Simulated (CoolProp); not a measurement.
Vapour pressure (kPa) of vinyl chloride: the reference equation beside estimates from Tc = 425.0 K, pc = 5600 kPa, ω = 0.160. Clausius-Clapeyron is anchored at 274.9 K with a constant enthalpy of vaporisation of 21.40 kJ/mol.

Values from CoolProp's reference Helmholtz-energy equation of state, Thol 2022.

```json
[
 {"T (K)": "238.9", "reference": "40.38", "Lee-Kesler": "39.60", "Clausius-Clapeyron": "45.03", "van der Waals": "330.4", "Redlich-Kwong": "55.85", "Soave-Redlich-Kwong": "39.91", "Peng-Robinson": "41.38"},
 {"T (K)": "244.9", "reference": "53.95", "Lee-Kesler": "52.96", "Clausius-Clapeyron": "58.64", "van der Waals": "383.7", "Redlich-Kwong": "74.04", "Soave-Redlich-Kwong": "53.31", "Peng-Robinson": "54.94"},
 {"T (K)": "250.9", "reference": "70.94", "Lee-Kesler": "69.74", "Clausius-Clapeyron": "75.39", "van der Waals": "442.8", "Redlich-Kwong": "96.53", "Soave-Redlich-Kwong": "70.09", "Peng-Robinson": "71.85"},
 {"T (K)": "256.9", "reference": "91.88", "Lee-Kesler": "90.51", "Clausius-Clapeyron": "95.81", "van der Waals": "507.7", "Redlich-Kwong": "123.9", "Soave-Redlich-Kwong": "90.84", "Peng-Robinson": "92.67"},
 {"T (K)": "262.9", "reference": "117.4", "Lee-Kesler": "115.9", "Clausius-Clapeyron": "120.4", "van der Waals": "578.9", "Redlich-Kwong": "156.9", "Soave-Redlich-Kwong": "116.2", "Peng-Robinson": "118.0"},
 {"T (K)": "268.9", "reference": "148.1", "Lee-Kesler": "146.5", "Clausius-Clapeyron": "149.8", "van der Waals": "656.5", "Redlich-Kwong": "196.0", "Soave-Redlich-Kwong": "146.7", "Peng-Robinson": "148.5"},
 {"T (K)": "274.9", "reference": "184.6", "Lee-Kesler": "183.2", "Clausius-Clapeyron": "184.6", "van der Waals": "740.8", "Redlich-Kwong": "242.1", "Soave-Redlich-Kwong": "183.3", "Peng-Robinson": "184.7"},
 {"T (K)": "280.9", "reference": "227.8", "Lee-Kesler": "226.5", "Clausius-Clapeyron": "225.5", "van der Waals": "832.1", "Redlich-Kwong": "295.8", "Soave-Redlich-Kwong": "226.5", "Peng-Robinson": "227.6"},
 {"T (K)": "286.9", "reference": "278.2", "Lee-Kesler": "277.2", "Clausius-Clapeyron": "273.2", "van der Waals": "930.5", "Redlich-Kwong": "357.8", "Soave-Redlich-Kwong": "277.1", "Peng-Robinson": "277.7"},
 {"T (K)": "292.9", "reference": "336.6", "Lee-Kesler": "336.2", "Clausius-Clapeyron": "328.3", "van der Waals": "1036", "Redlich-Kwong": "428.8", "Soave-Redlich-Kwong": "336.0", "Peng-Robinson": "335.9"},
 {"T (K)": "298.9", "reference": "403.9", "Lee-Kesler": "404.2", "Clausius-Clapeyron": "391.6", "van der Waals": "1150", "Redlich-Kwong": "509.4", "Soave-Redlich-Kwong": "404.0", "Peng-Robinson": "403.0"},
 {"T (K)": "304.9", "reference": "480.8", "Lee-Kesler": "482.0", "Clausius-Clapeyron": "464.0", "van der Waals": "1271", "Redlich-Kwong": "600.5", "Soave-Redlich-Kwong": "482.0", "Peng-Robinson": "479.8"},
 {"T (K)": "310.9", "reference": "568.1", "Lee-Kesler": "570.4", "Clausius-Clapeyron": "546.1", "van der Waals": "1400", "Redlich-Kwong": "702.6", "Soave-Redlich-Kwong": "570.8", "Peng-Robinson": "567.2"},
 {"T (K)": "316.9", "reference": "666.7", "Lee-Kesler": "670.3", "Clausius-Clapeyron": "638.7", "van der Waals": "1538", "Redlich-Kwong": "816.6", "Soave-Redlich-Kwong": "671.2", "Peng-Robinson": "666.2"}
]
```

Absolute difference from the reference over all 14 rows, mean and median: Lee-Kesler 0.9 and 0.7 %, Clausius-Clapeyron 3.9 and 3.3 %, van der Waals 334.1 and 283.3 %, Redlich-Kwong 30.5 and 30.5 %, Soave-Redlich-Kwong 0.7 and 0.7 %, Peng-Robinson 0.6 and 0.2 %.
